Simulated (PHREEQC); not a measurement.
0.2 mol of Cerargyrite (AgCl) is brought to equilibrium with 1 kg of water, with rising amounts of Cu(NO3)2, at 20 °C. Oxygen alone is held at its pressure in air (log pO2 = -0.68). No CO2 enters from the air. Solids allowed: Cerargyrite, Cu(OH)2, Atacamite, Cu2(OH)3NO3, Ag2O. Others were left out.

Equilibrium calculation in PHREEQC: ion-association model, wateq4f.dat.

**Question.** Predict pH, dissolved Ag (mol/kgw) at Cu(NO3)2 added (mol) = 0.00833, 0.0167, 0.0333, 0.0583, 0.1.

**Answer.** 
| Cu(NO3)2 added (mol) | pH | dissolved Ag (mol/kgw) |
|---|---|---|
| 0.00833 | 4.85 | 1.27e-5 |
| 0.0167 | 4.69 | 1.34e-5 |
| 0.0333 | 4.53 | 1.43e-5 |
| 0.0583 | 4.40 | 1.51e-5 |
| 0.1 | 4.29 | 1.60e-5 |

Complexes and solids missing from the database can't appear.
